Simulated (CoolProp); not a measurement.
Vapour-liquid equilibrium of CH2F2 (R32) (1) + R125 (2) at 0.0326 MPa; x and y are mole fractions of (1).

Computed with CoolProp (multi-fluid Helmholtz-energy mixture model, Tillner-Roth 1997 and Lemmon 2005; pair parameters Lemmon 2004).

Problem. Give the bubble temperature and the first vapour's composition at x = 0.05, 0.35, 0.875. Is there an azeotrope?

Solution. x = 0.05: -68.9 °C, y = 0.063; x = 0.35: -70.3 °C, y = 0.409; x = 0.875: -71.7 °C, y = 0.879. y crosses x between x = 0.875 and 0.95: the model has an azeotrope there.

The pair parameters rest on a limited set of measurements; away from them the model extrapolates.
